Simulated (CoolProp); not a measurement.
cis-2-butene at several states: Z from the reference equation and from simpler models built on Tc = 162.6 °C, pc = 4.236 MPa, ω = 0.202; each cubic takes its own stable root.

Computed with CoolProp (reference Helmholtz-energy equation of state, Lemmon 2005). It is a short technical equation, of lower accuracy than the large ones.

| T (°C) | p (MPa) | phase | reference |
|---|---|---|---|
| -58.55 | 0.0954 | liquid | 0.004243 |
| -83.25 | 3.79 | liquid | 0.1834 |
| 26.85 | 4.02 | liquid | 0.1461 |
| 243.15 | 14.6 | supercritical | 0.5656 |

Task: How far does each simpler model (van der Waals, Redlich-Kwong, Soave-Redlich-Kwong, Peng-Robinson) lie from the reference over these 4 states: mean and median of the absolute difference, and the worst?

Result: 
- van der Waals: mean 5698.0 %, median 61.3 %, worst +22652.8 % at -58.55 °C and 0.0954 MPa
- Redlich-Kwong: mean 9.1 %, median 10.3 %, worst +10.6 % at 26.85 °C and 4.02 MPa
- Soave-Redlich-Kwong: mean 9.6 %, median 9.1 %, worst +12.3 % at 243.15 °C and 14.6 MPa
- Peng-Robinson: mean 3.5 %, median 3.5 %, worst -4.6 % at 26.85 °C and 4.02 MPa

At some of these states van der Waals gives the other phase, because its saturation line lies elsewhere.
